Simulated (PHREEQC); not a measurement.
0.21 g of hydrous ferric oxide (600 m²/g; 0.2 weak and 0.005 strong sites per Fe, Dzombak-Morel constants, diffuse double layer) in 1 kg of water with 0.005 mol/kgw of an inert sodium salt and 1.3e-06 mol PbCl2 and 1.6e-05 mol H3BO3, at 25 °C; the pH is set by adding NaOH or the inert anion's acid. O2 is buffered at 0.21 atm. CO2 from the air is kept out. Precipitation was switched off in this run.

Base run: PHREEQC, ion-association model, wateq4f.dat. Each further column changes one thing. The table gives surface charge σ (C/m²).

```tsv
pH	base	background salt from 0.005 to 0.0005 mol/kgw	oxide from 0.21 to 1.1 g/kgw	5.7e-05 mol/kgw CuCl2 added
4	0.183	0.100	0.188	0.185
4.38	0.143	0.070	0.146	0.145
4.75	0.110	0.050	0.112	…
5.5	0.060	…	0.060	0.066
5.88	0.042	…	0.043	0.050
6.25	0.029	…	0.030	0.037
6.62	0.020	0.007	0.020	0.026
7.38	0.007	0.002	0.007	0.011
7.75	0.003	0.001	0.003	0.006
8.12	0.000	0.000	0.000	0.002
8.5	-0.004	-0.001	-0.004	-0.001
9.25	-0.013	-0.004	-0.013	-0.009
9.62	-0.020	-0.007	-0.020	…
10	-0.030	-0.012	-0.031	…
```

**Question.** Fill in the missing entries.

**Answer.** 
- 4.75, 5.7e-05 mol/kgw CuCl2 added: 0.113
- 5.5, background salt from 0.005 to 0.0005 mol/kgw: 0.024
- 5.88, background salt from 0.005 to 0.0005 mol/kgw: 0.016
- 6.25, background salt from 0.005 to 0.0005 mol/kgw: 0.010
- 9.62, 5.7e-05 mol/kgw CuCl2 added: -0.015
- 10, 5.7e-05 mol/kgw CuCl2 added: -0.024

 The database's constant for dissolved Cu(OH)2 is higher than later reviews accept.
